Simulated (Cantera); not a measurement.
What does this Cantera script print?

```python
import numpy as np
import cantera as ct

gas_names = """
    CL CL2 H HCL H2 N NH NH2 NH3 N2 N2H2 N2H4 Si SiCL SiCL2 SiCL3 SiCL4 SiH SiHCL3 SiH2 SiH2CL2 SiH3
    SiH3CL SiH4 SiN Si2 Si2N Si3
""".split()
cond_names = """
    NH4CL(a) NH4CL(b) Si(cr) Si(L) Si3N4(a)
""".split()


# ... load() reads the species with a 1 bar reference pressure and builds the phases ...
atoms = {
    'Si3N4': {'Si': 3, 'N': 4},
    'HCl': {'H': 1, 'CL': 1},
}
top_T = {'Si3N4(a)': 2400}  # K; cautious upper limits of use, not melting points


# ... equilibrate(T, P, feed) seeds the gas with the atoms and calls Mixture.equilibrate('TP', solver="vcs", rtol=1e-11, max_steps=5000) ...
results = []
feed = {'Si3N4': 1, 'HCl': 2.5}  # mol
T = 875  # K
P = 100000  # Pa
mix = equilibrate(T, P, feed)
results.append((T, P, feed, dict(zip(mix.species_names, mix.species_moles))))
x = sorted(zip(gas.X, gas.species_names), reverse=True)
print(f"T = {T:g} K  P = {P:g} Pa  gas = {mix.phase_moles(0):.4g} mol")
print("   x: " + "  ".join(f"{s} {v:.3e}" for v, s in x if v > 0.0001))
print("   condensed (mol): " + ("  ".join(f"{mix.phase(i).name} {mix.phase_moles(i):.4g}"
      for i in range(1, mix.n_phases) if mix.phase_moles(i) > 1e-12) or "none"))
```

Result:

```
T = 875 K  P = 100000 Pa  gas = 2.355 mol
   x: H2 3.672e-01  HCL 3.263e-01  SiCL4 1.835e-01  N2 1.225e-01  SiHCL3 4.518e-04  NH3 1.161e-04
   condensed (mol): Si3N4(a) 0.8556
```

Equilibrium computed with Cantera from the NASA thermochemical tables; the gas is ideal and each condensed phase is pure.
